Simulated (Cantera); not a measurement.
Charge: 1 mol B2O3, 6.9 mol H2O, at 0.100 bar.

Equilibrium computed with Cantera from the NASA thermochemical tables; the gas is ideal and each condensed phase is pure. Candidate condensed phases: B, B2O3, B3O3H3, H2O; 23 gas species. Gases not in the tables: H3BO3. Equilibrium is a limit: real reactors are often held back by kinetics, nucleation or transport.

### Question
At 1450 K, list the 4 most abundant gas species with their mole fractions, and the condensed phases.

### Answer
H2O 0.951, HBO2 0.0472, (HBO2)3 0.00155, H2 0.000261. Condensed: B2O3(l).
